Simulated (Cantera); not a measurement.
Feed: 1 mol Cr, 0.38 mol N2O, a varied amount of H2, equilibrated at 1.00 bar.

These are equilibrium values from Cantera (NASA tables, ideal gas, pure condensed phases), not measurements of a reactor. Candidate condensed phases: Cr, CrN, Cr2N, Cr2O3, H2O; 29 gas species. Each liquid is taken as pure. Mutual solubility and eutectic melting of coexisting phases are not modelled. Equilibrium is a limit: real reactors are often held back by kinetics, nucleation or transport.

What condenses at these points (T in K, n(H2) in mol): (1300, 120); (2650, 6.7); (1300, 210); (1900, 210); (2500, 120); (1450, 37); (850, 37); (2500, 3.8)?


```csv
T (K),n(H2) in mol,condensed phases,Cr condensed (%)
1300,120,Cr + Cr2N + Cr2O3,100.0
2650,6.7,gas only,0.0
1300,210,Cr + Cr2O3,100.0
1900,210,Cr,92.6
2500,120,gas only,0.0
1450,37,Cr + Cr2O3,100.0
850,37,CrN + Cr2O3,100.0
2500,3.8,Cr + Cr2O3,59.4
```
